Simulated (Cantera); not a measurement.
Cantera run:

```python
import numpy as np
import cantera as ct

gas_names = """
    H HNO HNO2 HNO3 HO2 H2 H2O H2O2 N NH NH2 NH3 NH2OH NO NO2 NO3 N2 N2H2 N2H4 N2O O OH O2 O3 Si SiH
    SiH2 SiH3 SiH4 SiN SiO SiO2 Si2 Si2N Si3
""".split()
cond_names = """
    H2O(s) H2O(L) Si(cr) Si(L) SiO2(Lqz) SiO2(hqz) SiO2(L) Si2N2O(s) Si3N4(a)
""".split()


# ... load() reads the species with a 1 bar reference pressure and builds the phases ...
atoms = {
    'Si2H6': {'Si': 2, 'H': 6},
    'O2': {'O': 2},
    'N2': {'N': 2},
}
top_T = {'Si2N2O(s)': 2100, 'Si3N4(a)': 2400}  # K; cautious upper limits of use, not melting points


# ... equilibrate(T, P, feed) seeds the gas with the atoms and calls Mixture.equilibrate('TP', solver="vcs", rtol=1e-11, max_steps=5000) ...
results = []
feed = {'Si2H6': 1, 'O2': 0.35, 'N2': 1.8}  # mol
T = 1523  # K
P = 1000  # Pa
mix = equilibrate(T, P, feed)
results.append((T, P, feed, dict(zip(mix.species_names, mix.species_moles))))
x = sorted(zip(gas.X, gas.species_names), reverse=True)
print(f"T = {T:g} K  P = {P:g} Pa  gas = {mix.phase_moles(0):.4g} mol")
print("   x: " + "  ".join(f"{s} {v:.3e}" for v, s in x if v > 0.0001))
print("   condensed (mol): " + ("  ".join(f"{mix.phase(i).name} {mix.phase_moles(i):.4g}"
      for i in range(1, mix.n_phases) if mix.phase_moles(i) > 1e-12) or "none"))
```

Result:

```
T = 1523 K  P = 1000 Pa  gas = 3.701 mol
   x: H2 8.106e-01  N2 1.892e-01  H 2.081e-04
   condensed (mol): Si2N2O(s) 0.6998  Si3N4(a) 0.2001
```

Method: chemical equilibrium by Gibbs-energy minimisation in Cantera with the NASA 1993 tables (ideal gas, pure condensed phases). The feed counts by its element totals alone. Mutual solubility and eutectic melting of coexisting phases are not modelled.
